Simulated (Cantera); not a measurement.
A perfectly stirred reactor is fed with CH4 : CO2 : H2 = 1 : 1.4 : 0.073 (molar parts), at 13300 Pa; it is held at 2048 K, and followed from long to short residence time.

Cantera simulation using GRI-Mech 3.0 (53 species, 325 reactions); the numbers are that mechanism's predictions, not measurements.

One state of this run: x CH4 = 0.00503; x CO2 = 0.0299; x H2 = 0.358; x CO = 0.493; x C2H6 = 5.29e-7. x: mole fraction; the columns are a selection and need not sum to one.

Problem. Which value of τ (s) does it belong to?
A) 0.015
B) 0.058
C) 0.22
D) 0.11

Solution. C, 0.22
